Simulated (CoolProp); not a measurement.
A single-stage vapour-compression cycle with nitrous oxide: evaporating at 237.15 K (dew point), condensing at 296.15 K (bubble point), superheat 2 K, subcooling 0 K, compressor efficiency 0.85, no pressure losses. Each further row changes one setting.

Computed with CoolProp (reference Helmholtz-energy equation of state, Lemmon 2006). It is a short technical equation, of lower accuracy than the large ones.

```
case                              cooling COP  pressure ratio  discharge temperature (K)  refrigerating effect (kJ/kg)  volumetric capacity (kJ/m³)
--------------------------------  -----------  --------------  -------------------------  ----------------------------  ---------------------------
as stated                                 [?]            5.01                      362.3                           177                         4880
evaporating temperature 242.15 K         2.31            4.24                      354.8                           178                         5790
condensing temperature 291.15 K          2.37            4.47                        [?]                           [?]                          [?]
subcooling 5 K                           2.20            5.01                      362.3                           193                         5310
superheat 12 K                           2.01            5.01                      376.0                           188                         4850
compressor efficiency 0.75               1.78            5.01                      372.0                           177                         4880
```

Task: Some entries are withheld; supply them.

Result: 
- as stated, cooling COP: 2.02
- condensing temperature 291.15 K, discharge temperature (K): 352.3
- condensing temperature 291.15 K, refrigerating effect (kJ/kg): 191
- condensing temperature 291.15 K, volumetric capacity (kJ/m³): 5270
